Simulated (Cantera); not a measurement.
A closed system holds: 1 mol SiO₂, 220 mol H₂, at 2075 K and 15000 Pa.

These are equilibrium values from Cantera (NASA tables, ideal gas, pure condensed phases), not measurements of a reactor. Candidate condensed phases: H₂O, Si, SiO₂; 18 gas species. Rates play no part.

### Question
What is the equilibrium state?

### Answer
| Item | Value |
|---|---|
| x(H₂) | 0.984 |
| x(H) | 0.00682 |
| x(SiO) | 0.00451 |
| x(H₂O) | 0.00451 |
| x(OH) | 3.57e-6 |
| gas amount | 221.8 mol |
| log10 activity of Si(l) (absent) | -4.07 |
